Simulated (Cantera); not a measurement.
**Premixed flame**

A freely propagating, adiabatic, planar premixed flame of 8.05 % CO, 11.3 % H2, 3.30 % CH4, 16.3 % O2, 61.1 % N2, unburnt at 675 K and 340000 Pa; mixture-averaged transport, grid criteria slope 0.08 and curve 0.16, no radiation.

Detailed kinetics in Cantera: GRI-Mech 3.0 (53 species, 325 reactions). Burning velocities carry a grid error of a few per cent, more on coarse grids.

```json
[
 {"z (mm)": "-0.269", "T (K)": "675", "u (m/s)": "3.07", "x CO": "0.0805", "x H2": "0.112", "x CH4": "0.0330", "x OH": "<1e-8", "x NO": "<1e-8", "x CH3": "<1e-8"},
 {"z (mm)": "-0.179", "T (K)": "675", "u (m/s)": "3.07", "x CO": "0.0806", "x H2": "0.111", "x CH4": "0.0330", "x OH": "<1e-8", "x NO": "<1e-8", "x CH3": "<1e-8"},
 {"z (mm)": "-0.134", "T (K)": "676", "u (m/s)": "3.06", "x CO": "0.0807", "x H2": "0.110", "x CH4": "0.0331", "x OH": "<1e-8", "x NO": "<1e-8", "x CH3": "6.72e-8"},
 {"z (mm)": "-0.0895", "T (K)": "682", "u (m/s)": "3.08", "x CO": "0.0812", "x H2": "0.104", "x CH4": "0.0332", "x OH": "7.29e-8", "x NO": "<1e-8", "x CH3": "1.01e-6"},
 {"z (mm)": "-0.0448", "T (K)": "822", "u (m/s)": "3.65", "x CO": "0.0825", "x H2": "0.0833", "x CH4": "0.0314", "x OH": "0.000101", "x NO": "9.10e-8", "x CH3": "6.30e-5"},
 {"z (mm)": "-0.0224", "T (K)": "1156", "u (m/s)": "5.09", "x CO": "0.0849", "x H2": "0.0633", "x CH4": "0.0233", "x OH": "0.000648", "x NO": "6.17e-7", "x CH3": "0.000408"},
 {"z (mm)": "0", "T (K)": "1597", "u (m/s)": "7.03", "x CO": "0.0887", "x H2": "0.0410", "x CH4": "0.00766", "x OH": "0.00341", "x NO": "2.57e-6", "x CH3": "0.000906"},
 {"z (mm)": "0.0224", "T (K)": "1841", "u (m/s)": "8.09", "x CO": "0.0815", "x H2": "0.0241", "x CH4": "0.000735", "x OH": "0.00845", "x NO": "6.64e-6", "x CH3": "0.000191"},
 {"z (mm)": "0.0448", "T (K)": "1951", "u (m/s)": "8.52", "x CO": "0.0690", "x H2": "0.0177", "x CH4": "3.39e-5", "x OH": "0.0115", "x NO": "1.14e-5", "x CH3": "1.18e-5"},
 {"z (mm)": "0.0895", "T (K)": "2078", "u (m/s)": "8.98", "x CO": "0.0534", "x H2": "0.0159", "x CH4": "1.05e-7", "x OH": "0.0132", "x NO": "2.00e-5", "x CH3": "5.00e-8"},
 {"z (mm)": "0.179", "T (K)": "2214", "u (m/s)": "9.47", "x CO": "0.0426", "x H2": "0.0144", "x CH4": "<1e-8", "x OH": "0.0133", "x NO": "3.38e-5", "x CH3": "<1e-8"},
 {"z (mm)": "0.358", "T (K)": "2340", "u (m/s)": "9.93", "x CO": "0.0359", "x H2": "0.0117", "x CH4": "<1e-8", "x OH": "0.0121", "x NO": "5.70e-5", "x CH3": "<1e-8"},
 {"z (mm)": "0.716", "T (K)": "2440", "u (m/s)": "10.3", "x CO": "0.0298", "x H2": "0.00901", "x CH4": "<1e-8", "x OH": "0.0104", "x NO": "9.85e-5", "x CH3": "<1e-8"}
]
```
x: mole fraction of selected species; z is measured from the peak of heat release.

```yaml
laminar_burning_velocity: 307 cm/s
thermal_thickness: 0.0895 mm
peak x(OH): 0.0134
peak x(CH3): 0.000940
grid_points: 153
```
